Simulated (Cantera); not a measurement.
# Dilute partial oxidation

A perfectly stirred reactor is fed with 0.378 % CH2O, 0.199 % O2, 99.4 % N2, at 6680 Torr; it is held at 1050 K, and followed from long to short residence time.

Computed with Cantera and GRI-Mech 3.0 (53 species, 325 reactions).

| τ (s) | x CH2O | x O2 | x HCN | x H2O | x C2H6 | x C2H2 | x N2O |
|---|---|---|---|---|---|---|---|
| 1.2 | 3.01e-5 | 0.000278 | <1e-12 | 0.00232 | <1e-12 | <1e-12 | 2.93e-8 |
| 0.49 | 5.48e-5 | 0.000457 | <1e-12 | 0.00218 | <1e-12 | <1e-12 | 2.35e-8 |
| 0.20 | 9.86e-5 | 0.000678 | <1e-12 | 0.00197 | <1e-12 | <1e-12 | 1.50e-8 |
| 0.080 | 0.000178 | 0.000906 | <1e-12 | 0.00173 | <1e-12 | <1e-12 | 8.03e-9 |
| 0.032 | 0.000317 | 0.00110 | <1e-12 | 0.00149 | <1e-12 | <1e-12 | 3.92e-9 |
| 0.013 | 0.000546 | 0.00125 | <1e-12 | 0.00127 | <1e-12 | <1e-12 | 1.88e-9 |
| 0.0052 | 0.000942 | 0.00139 | <1e-12 | 0.00103 | <1e-12 | <1e-12 | 8.85e-10 |
| 0.0021 | 0.00161 | 0.00153 | <1e-12 | 0.000727 | <1e-12 | <1e-12 | 4.06e-10 |
x: mole fraction; the columns are a selection and need not sum to one.
